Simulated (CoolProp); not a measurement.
Vapour-liquid equilibrium of ethane (1) + C3F8 (R218) (2) at -78.45 °C; x and y are mole fractions of (1).

Computed with CoolProp (multi-fluid Helmholtz-energy mixture model, Bücker 2006 and Lemmon 2006; pair parameters Bell 2016).

```csv
x,bubble pressure (MPa),y at the bubble point,dew pressure at overall composition x (MPa),liquid density (mol/L)
0.05,0.03472,0.738,0.009903,9.618
0.2,0.09736,0.916,…,10.36
0.35,0.1302,0.942,0.01440,11.21
0.5,…,0.950,0.01861,12.22
0.65,0.1464,0.954,0.02629,13.43
0.8,0.1524,…,0.04479,14.94
0.95,0.1643,0.984,0.1418,16.89
```

Task: Fill in the missing entries.

Result: 
- 0.2, dew pressure at overall composition x (MPa): 0.01174
- 0.5, bubble pressure (MPa): 0.1419
- 0.8, y at the bubble point: 0.961

No azeotrope shows between x = 0.05 and 0.95.

Pair parameters are fitted to limited data, so mixtures are less certain than the pure fluids. With so large a gap from Raoult's law the liquid may split in two, which this calculation doesn't test in full.
